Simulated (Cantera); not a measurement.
Cantera run:

```python
import numpy as np
import cantera as ct

gas_names = """
    NO B2O3 N
""".split()
cond_names = """
    B(b) B(L)
""".split()


# ... load() reads the species with a 1 bar reference pressure and builds the phases ...
species = {s.name: s for s in load("nasa_gas.yaml", gas_names) + load("nasa_condensed.yaml", cond_names)}
# Each term lists the table entries of one substance; the one whose range holds T is used.
reactions = {
    '2 B + 3 NO(g) = B2O3(g) + 3 N(g)':
        [(-2, ['B(b)', 'B(L)']), (-3, ['NO']), (1, ['B2O3']), (3, ['N'])],
}


def pick(names, T):
    return next(species[n] for n in names if species[n].thermo.min_temp <= T <= species[n].thermo.max_temp)


results = []
for label, terms in reactions.items():
    print(label)
    print("     T/K   dH/kJ  dS/(J/K)   dG/kJ   log10 K")
    for T in [2625, 2675, 2725, 2775, 2825, 2875]:
        used = [(nu, pick(names, T)) for nu, names in terms]
        dH = sum(nu * s.thermo.h(T) for nu, s in used) / 1e6
        dS = sum(nu * s.thermo.s(T) for nu, s in used) / 1e3
        dG = dH - T * dS / 1e3
        logK = -dG * 1e6 / (ct.gas_constant * T * np.log(10))
        results.append((label, T, dH, dS, dG, logK, [s.name for _, s in used]))
        print(f"{T:8g} {dH:8.1f} {dS:8.1f} {dG:8.1f} {logK:8.2f}")
```

Output:

```
2 B + 3 NO(g) = B2O3(g) + 3 N(g)
     T/K   dH/kJ  dS/(J/K)   dG/kJ   log10 K
    2625    214.3     72.4     24.2    -0.48
    2675    214.0     72.3     20.6    -0.40
    2725    213.6     72.2     17.0    -0.33
    2775    213.3     72.0     13.4    -0.25
    2825    212.9     71.9      9.8    -0.18
    2875    212.6     71.8      6.2    -0.11
```

Standard-state values (1 bar) from the NASA 1993 polynomials, evaluated with Cantera. Condensed species are held in their standard states even where they would react or evaporate.
